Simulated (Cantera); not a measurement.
Input: 1 mol NF₃, a varied amount of SO₂, 0.42 mol O₂, at 3375 K and 101000 Pa.

These are equilibrium values from Cantera (NASA tables, ideal gas, pure condensed phases), not measurements of a reactor. Candidate condensed phases: S; 35 gas species. The tables' values for SOF₂ are old estimates; treat these amounts as uncertain. Equilibrium is a limit: real reactors are often held back by kinetics, nucleation or transport.

log p: log10 of the partial pressure in bar; nothing condenses.

```
n(SO₂) (mol)  log p F  log p N₂  log p O  log p O₂  log p SO₂  log p SO  log p NO
------------  -------  --------  -------  --------  ---------  --------  --------
0.0071          -0.13     -0.93    -1.08     -1.26      -3.11     -3.10     -1.85
0.013           -0.13     -0.93    -1.08     -1.25      -2.85     -2.84     -1.85
0.024           -0.13     -0.94    -1.08     -1.25      -2.58     -2.58     -1.85
0.045           -0.14     -0.94    -1.07     -1.25          …         …     -1.85
0.084           -0.14     -0.95    -1.07     -1.24      -2.04     -2.04     -1.85
0.16            -0.15     -0.96    -1.06     -1.22      -1.77     -1.78     -1.84
0.29            -0.17     -0.98    -1.05     -1.20          …         …     -1.84
0.53            -0.20     -1.01    -1.03     -1.16      -1.28     -1.32     -1.84
```

**Question.** Some entries are withheld; supply them.

**Answer.** 
- 0.045, log p SO₂: -2.31
- 0.045, log p SO: -2.31
- 0.29, log p SO₂: -1.52
- 0.29, log p SO: -1.54
